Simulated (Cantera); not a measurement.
Cantera run, input and output.

```python
import numpy as np
import cantera as ct

gas = ct.Solution("gri30.yaml")
gas.TPX = 500, 100000, {'CO': 1, 'H2': 0.65, 'O2': 0.825, 'N2': 3.1}
inlet = ct.Reservoir(gas, clone=True)
gas.equilibrate("HP")  # start burning
reactor = ct.IdealGasConstPressureReactor(gas, energy="on", clone=False)
exhaust = ct.Reservoir(gas, clone=True)
tau = [0.34, 0.13, 0.049, 0.019, 0.0071, 0.0027, 0.001, 0.00039, 0.00015, 5.6e-05, 2.2e-05, 8.2e-06][0]
for a, b in ((inlet, reactor), (reactor, exhaust)):
    ct.MassFlowController(a, b, mdot=lambda t: reactor.mass / tau)
net = ct.ReactorNet([reactor])
show = ['CO', 'H2', 'O2', 'HO2', 'O', 'NO2', 'H2O2']

rows = []
print(f"{'tau/s':>10s}{'T/K':>9s}" + "".join(f"{s:>11s}" for s in show))
for tau in [0.34, 0.13, 0.049, 0.019, 0.0071, 0.0027, 0.001, 0.00039, 0.00015, 5.6e-05, 2.2e-05, 8.2e-06]:
    net.initial_time = 0.0
    net.advance(30 * tau)
    before = gas.X
    net.advance(40 * tau)
    drift = np.max(np.abs(gas.X - before) / (gas.X + 1e-9))
    rows.append([gas.T, *gas[show].X, drift])
    print(f"{tau:10.3e}{gas.T:9.1f}" + "".join(f"{x:11.3e}" for x in gas[show].X))
```

Result:

```
     tau/s      T/K         CO         H2         O2        HO2          O        NO2       H2O2
 3.400e-01   2444.7  3.734e-02  4.587e-03  1.629e-02  2.032e-06  1.452e-03  1.285e-06  9.909e-08
 1.300e-01   2440.5  3.782e-02  4.660e-03  1.670e-02  2.060e-06  1.511e-03  1.192e-06  9.906e-08
 4.900e-02   2429.5  3.906e-02  4.853e-03  1.768e-02  2.124e-06  1.665e-03  9.900e-07  9.882e-08
 1.900e-02   2402.6  4.192e-02  5.315e-03  1.969e-02  2.253e-06  2.033e-03  6.643e-07  9.842e-08
 7.100e-03   2340.3  4.793e-02  6.378e-03  2.341e-02  2.590e-06  2.932e-03  3.018e-07  1.028e-07
 2.700e-03   2235.8  5.668e-02  8.168e-03  2.845e-02  3.598e-06  4.674e-03  9.584e-08  1.287e-07
 1.000e-03   2093.7  6.626e-02  1.055e-02  3.405e-02  6.006e-06  7.467e-03  2.942e-08  2.002e-07
 3.900e-04   1934.7  7.444e-02  1.291e-02  3.936e-02  9.860e-06  1.087e-02  1.494e-08  3.580e-07
 1.500e-04   1749.9  8.303e-02  1.494e-02  4.560e-02  1.569e-05  1.429e-02  9.834e-09  7.656e-07
 5.600e-05   1515.6  1.041e-01  1.697e-02  5.910e-02  2.850e-05  1.490e-02  4.903e-09  2.062e-06
 2.200e-05    500.0  1.794e-01  1.166e-01  1.480e-01 -3.738e-18  3.869e-20 -2.598e-21 -2.847e-19
 8.200e-06    500.0  1.794e-01  1.166e-01  1.480e-01 -5.511e-21  1.586e-20 -4.545e-24 -4.981e-22
```

Computed with Cantera and GRI-Mech 3.0 (53 species, 325 reactions).
